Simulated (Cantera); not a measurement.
A closed system holds: 1 mol N2O, 0.49 mol SO2, 8.5 mol N2, at 66.0 bar.

Method: chemical equilibrium by Gibbs-energy minimisation in Cantera with the NASA 1993 tables (ideal gas, pure condensed phases). Candidate condensed phases: S; 17 gas species. The ideal-gas law is rough above about 30 bar. Rates play no part.

log p: log10 of the partial pressure in bar; nothing condenses.

```tsv
T (K)	log p N2	log p O2	log p SO2	log p SO3	log p NO	log p NO2
1025	1.78	0.33	0.02	0.32	-2.94	-3.78
1075	1.78	0.37	0.15	0.23	-2.71	-3.66
1125	1.78	0.40	___	___	___	___
1175	1.78	0.42	0.31	0.02	-2.30	-3.47
1225	1.78	0.44	0.36	-0.09	-2.13	-3.39
1275	1.78	0.45	0.40	-0.21	-1.97	-3.32
1325	1.78	0.46	0.42	-0.33	-1.82	-3.26
1375	1.78	0.47	0.44	-0.45	-1.69	-3.20
1425	1.78	0.48	0.45	-0.56	-1.56	-3.15
1475	1.78	0.48	0.46	-0.67	-1.45	-3.10
1525	1.78	0.48	0.47	-0.78	-1.34	-3.06
1575	1.78	0.48	0.47	___	___	-3.02
1625	1.78	0.49	0.47	-0.97	-1.15	-2.99
```

### Question
Fill in the missing entries.

### Answer

- 1575, log p SO3: -0.87
- 1575, log p NO: -1.24
- 1125, log p SO2: 0.24
- 1125, log p SO3: 0.13
- 1125, log p NO: -2.49
- 1125, log p NO2: -3.56
